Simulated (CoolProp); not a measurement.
Vapour-liquid equilibrium of hexamethyldisiloxane (MM) (1) + toluene (2) at 377.2 K; x and y are mole fractions of (1).

Model: multi-fluid Helmholtz-energy mixture model, Thol 2016 and Lemmon 2006; pair parameters Bell 2016, in CoolProp.

Problem. Give the bubble pressure and the first vapour's composition at x = 0.05, 0.35, 0.65. Is there an azeotrope?

Solution. x = 0.05: 0.08644 MPa, y = 0.077; x = 0.35: 0.09960 MPa, y = 0.436; x = 0.65: 0.1081 MPa, y = 0.697. No azeotrope shows between x = 0.05 and 0.95.

The pair parameters rest on a limited set of measurements; away from them the model extrapolates.
